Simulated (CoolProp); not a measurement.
Vapour-liquid equilibrium of cyclohexane (1) + n-nonane (2) at 96.3 kPa; x and y are mole fractions of (1).

Computed with CoolProp (multi-fluid Helmholtz-energy mixture model, Zhou 2014 and Lemmon 2006; pair parameters Bell 2016).

Give the bubble temperature and the first vapour's composition at x = 0.125, 0.35, 0.725. Is there an azeotrope?

x = 0.125: 404.4 K, y = 0.453; x = 0.35: 383.7 K, y = 0.781; x = 0.725: 362.5 K, y = 0.957. No azeotrope shows between x = 0.05 and 0.95.

Pair parameters are fitted to limited data, so mixtures are less certain than the pure fluids.
